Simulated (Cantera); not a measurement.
Input (Python, Cantera) and output of one run.

```python
import numpy as np
import cantera as ct

gas_names = [...]  # 115 gases of nasa_gas.yaml made of C, Ca, H, O
cond_names = """
    C(gr) C6H6(L) C7H8(L) C8H18(L),n-octa Ca(a) Ca(b) Ca(L) CaCO3(caL) CaO(s) CaO(L) CaO2H2(s) H2O(s)
    H2O(L)
""".split()


# ... load() reads the species with a 1 bar reference pressure and builds the phases ...
atoms = {
    'Ca(OH)2': {'Ca': 1, 'O': 2, 'H': 2},
    'O2': {'O': 2},
    'C': {'C': 1},
}
top_T = {'C(gr)': 4500}  # K; cautious upper limits of use, not melting points


# ... equilibrate(T, P, feed) seeds the gas with the atoms and calls Mixture.equilibrate('TP', solver="vcs", rtol=1e-11, max_steps=5000) ...
results = []
feed = {'Ca(OH)2': 1, 'O2': 11, 'C': 0.3}  # mol
T = 2198  # K
P = 1333.22  # Pa
mix = equilibrate(T, P, feed)
results.append((T, P, feed, dict(zip(mix.species_names, mix.species_moles))))
print(gas.report(threshold=1e-05))
for i in range(1, mix.n_phases):
    print(f"{mix.phase(i).name:16s} {mix.phase_moles(i):12.5e} mol")
```

Output:

```
       temperature   2198 K
          pressure   1333.2 Pa
           density   0.0022325 kg/m^3
  mean mol. weight   30.602 kg/kmol
   phase of matter   gas

                          1 kg             1 kmol
                     ---------------   ---------------
          enthalpy        1.5591e+06         4.771e+07  J
   internal energy        9.6187e+05        2.9435e+07  J
           entropy             10186         3.117e+05  J/K
    Gibbs function        -2.083e+07       -6.3742e+08  J
 heat capacity c_p            1289.3             39456  J/K
 heat capacity c_v            1017.6             31141  J/K

                      mass frac. Y      mole frac. X     chem. pot. / RT
                     ---------------   ---------------   ---------------
                CO         0.0011809         0.0012902           -45.047
               CO2          0.033481          0.023281           -61.832
            CaO2H2         7.158e-05        2.9564e-05           -94.272
                 H        4.3596e-05         0.0013235           -15.647
                H2        4.9614e-05        0.00075311           -31.294
               H2O          0.042203          0.071689           -48.079
                 O          0.011229          0.021478           -16.785
                OH         0.0097412          0.017528           -32.432
                O2           0.90197           0.86261            -33.57
     [ +106 minor]        2.8699e-05        1.7972e-05

C(gr)             0.00000e+00 mol
Ca(L)             0.00000e+00 mol
CaO(s)            9.99480e-01 mol
```

These are equilibrium values from Cantera (NASA tables, ideal gas, pure condensed phases), not measurements of a reactor.
